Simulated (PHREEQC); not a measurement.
Dissolve 3.6 mmol/kgw Fe2(SO4)3 at 25 °C. Closed to the air; pH follows from the charge balance.

Equilibrium calculation in PHREEQC: ion-association model, phreeqc.dat.

Each row changes one thing in this solution. Precipitation was switched off in this run.

```csv
case,pH,ionic strength (mol/kgw),SO4-2 (mol/kgw),FeSO4+ (mol/kgw),FeOH+2 (mol/kgw),HSO4- (mol/kgw),SI of Fe(OH)3(a) (Fe(OH)3),SI of Goethite (FeOOH)
as made,2.90,0.0185,0.00488,0.00487,0.00116,0.000406,-0.07,+5.83
Fe2(SO4)3 from 0.0036 to 0.00396 mol/kgw,?,0.0199,0.00526,0.00542,0.00121,0.000442,-0.08,+5.81
4.8e-05 mol/kgw KOH added,2.90,0.0186,0.00491,0.00485,0.00117,0.000402,-0.05,+5.84
Fe2(SO4)3 from 0.0036 to 0.00036 mol/kgw,?,0.00308,0.000852,0.000182,0.000329,4.02e-5,+0.19,+6.08
diluted 100-fold with water,?,0.000342,0.000107,3.67e-7,1.97e-5,1.16e-6,+0.41,+6.30
Fe2(SO4)3 from 0.0036 to 0.018 mol/kgw,?,0.0698,0.0174,0.0262,0.00205,0.00175,-0.36,+5.53
```

Task: Fill in the missing entries.

Result: 
- Fe2(SO4)3 from 0.0036 to 0.00396 mol/kgw, pH: 2.89
- Fe2(SO4)3 from 0.0036 to 0.00036 mol/kgw, pH: 3.24
- diluted 100-fold with water, pH: 3.92
- Fe2(SO4)3 from 0.0036 to 0.018 mol/kgw, pH: 2.70

Species that the database lacks are ignored. Some of these states are supersaturated (in Hematite (slow to form), Goethite (slow to form), Jarosite-K, for instance).
